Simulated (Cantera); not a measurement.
# H2O + SO2 + O2 (abatement and gas-phase synthesis)

A closed system holds: 1 mol H2O, 0.046 mol SO2, 0.1 mol O2, held at 7.50 Torr.

Cantera equilibrium calculation (NASA polynomials, part measured and part estimated; ideal gas, pure solids and liquids). Candidate condensed phases: H2O, H2SO4, S; 34 gas species. Ions and electrons are included (thermal ionisation). Equilibrium is a limit: real reactors are often held back by kinetics, nucleation or transport.

```
T (K)     x H2O      x H      x O      x H2      x OH      x O2     x SO2       x S
-----  --------  -------  -------  --------  --------  --------  --------  --------
2000      0.847  0.00148  0.00197   0.00832    0.0151    0.0863    0.0395   3.39e-7
2250      0.763   0.0147   0.0111    0.0392    0.0430    0.0908    0.0368   1.43e-5
2500      0.547   0.0803   0.0462     0.102    0.0892     0.102    0.0285  0.000219
2750      0.235    0.253    0.137     0.136     0.117    0.0955    0.0143   0.00148
3000     0.0436    0.457    0.264    0.0839    0.0790    0.0543   0.00347   0.00522
3250    0.00424    0.556    0.345    0.0300    0.0312    0.0190  0.000391    0.0100
3500   0.000392    0.585    0.374   0.00982    0.0108   0.00575   3.19e-5    0.0126
3750    4.47e-5    0.594    0.383   0.00351   0.00396   0.00185   2.89e-6    0.0134
4000    6.48e-6    0.597    0.385   0.00140   0.00161  0.000671   3.30e-7    0.0136
4250    1.17e-6    0.598    0.386  0.000621  0.000724  0.000271   4.77e-8    0.0137
4500    2.53e-7    0.599    0.387  0.000300  0.000354  0.000121   8.48e-9    0.0137
4750    6.43e-8    0.599    0.387  0.000156  0.000186   5.86e-5   1.80e-9    0.0137
5000    1.87e-8    0.599    0.387   8.67e-5  0.000104   3.05e-5  4.43e-10    0.0136
```
x: gas mole fraction; nothing condenses.

From 2000 K to 5000 K nothing is condensed.
